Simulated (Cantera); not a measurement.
An isothermal plug-flow reactor at 625 K and 3750 Torr (inlet), inlet velocity 3.9 m/s, active area per volume 430 1/m; feed 1.67 % H2, 3.83 % O2, 94.5 % N2, equivalence ratio 0.22.

Cantera simulation using Deutschmann's 1995 Pt surface mechanism with GRI-Mech 3.0 gas chemistry; the numbers are that mechanism's predictions, not measurements. Catalytic surfaces can have several steady states; this one follows from the mechanism file's or the stated starting coverage. Mass transfer to the wall is taken as infinitely fast.

x: gas mole fraction; θ: surface coverage.

```json
[
 {"z (m)": "3.2e-05", "x H2": "0.0155", "x O2": "0.0377", "x H2O": "0.00123", "θ free Pt": "0.693", "θ O*": "0.267", "θ OH*": "0.0396"},
 {"z (m)": "5.4e-05", "x H2": "0.0148", "x O2": "0.0373", "x H2O": "0.00198", "θ free Pt": "0.666", "θ O*": "0.294", "θ OH*": "0.0398"},
 {"z (m)": "9e-05", "x H2": "0.0137", "x O2": "0.0368", "x H2O": "0.00308", "θ free Pt": "0.625", "θ O*": "0.334", "θ OH*": "0.0401"},
 {"z (m)": "0.00015", "x H2": "?", "x O2": "0.0361", "x H2O": "?", "θ free Pt": "?", "θ O*": "?", "θ OH*": "0.0407"},
 {"z (m)": "0.00025", "x H2": "0.0102", "x O2": "0.0351", "x H2O": "0.00659", "θ free Pt": "0.489", "θ O*": "0.469", "θ OH*": "0.0413"},
 {"z (m)": "0.00042", "x H2": "0.00797", "x O2": "0.0340", "x H2O": "0.00885", "θ free Pt": "0.394", "θ O*": "0.564", "θ OH*": "0.0414"},
 {"z (m)": "0.0007", "x H2": "?", "x O2": "0.0330", "x H2O": "?", "θ free Pt": "?", "θ O*": "?", "θ OH*": "0.0401"},
 {"z (m)": "0.0012", "x H2": "0.00386", "x O2": "0.0320", "x H2O": "0.0130", "θ free Pt": "0.203", "θ O*": "0.760", "θ OH*": "0.0368"},
 {"z (m)": "0.0019", "x H2": "0.00261", "x O2": "0.0314", "x H2O": "0.0143", "θ free Pt": "0.140", "θ O*": "0.827", "θ OH*": "0.0326"},
 {"z (m)": "0.0032", "x H2": "0.00162", "x O2": "0.0309", "x H2O": "0.0153", "θ free Pt": "0.0879", "θ O*": "0.885", "θ OH*": "0.0272"}
]
```

Task: Complete the blanks.

Result: 
- 0.00015, x H2: 0.0122
- 0.00015, x H2O: 0.00462
- 0.00015, θ free Pt: 0.567
- 0.00015, θ O*: 0.392
- 0.0007, x H2: 0.00580
- 0.0007, x H2O: 0.0110
- 0.0007, θ free Pt: 0.296
- 0.0007, θ O*: 0.663
